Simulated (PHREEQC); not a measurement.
**Silver or lead bath: speciation**

Dissolve 0.009 mol/kgw PbCl2 and 0.0015 mol/kgw NaNO3 at 20 °C. Closed to the air; pH follows from the charge balance.

All values are PHREEQC results (ion-association model, phreeqc.dat), not measurements.

No solid was allowed to form.

Question: Estimate the pH.

Answer: pH 5.01.

Question: In which forms is Cl present?

Answer: Cl- 88 %, PbCl+ 12 % of the Cl.

Complexes and solids missing from the database can't appear.
